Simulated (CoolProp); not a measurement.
Dodecamethylcyclohexasiloxane (D6) along the isobar 0.145 MPa: density (kg/m³) from the reference equation and from simpler models built on Tc = 372.6 °C, pc = 0.9614 MPa, ω = 0.736; each cubic takes its own stable root.

The numbers come from the reference Helmholtz-energy equation of state, Colonna 2008 in CoolProp. It is a short technical equation, of lower accuracy than the large ones.

| T (°C) | phase | reference | van der Waals | Redlich-Kwong | Soave-Redlich-Kwong | Peng-Robinson |
|---|---|---|---|---|---|---|
| 76.15 | liquid | 912.3 | 511.1 | 756.1 | 811.5 | 910.5 |
| 89.55 | liquid | 897.3 | 504.6 | 745.3 | 803.2 | 901.8 |
| 102.95 | liquid | 882.3 | 497.8 | 734.0 | 794.4 | 892.5 |
| 116.35 | liquid | 867.2 | 490.8 | 722.3 | 785.1 | 882.5 |
| 129.75 | liquid | 851.8 | 483.5 | 710.1 | 775.1 | 872.0 |
| 143.15 | liquid | 836.3 | 475.9 | 697.3 | 764.6 | 860.7 |
| 156.55 | liquid | 820.6 | 20.80 | 684.0 | 753.3 | 848.6 |
| 169.95 | liquid | 804.5 | 19.93 | 670.0 | 741.3 | 835.6 |

At some of these states van der Waals gives the other phase, because its saturation line lies elsewhere.
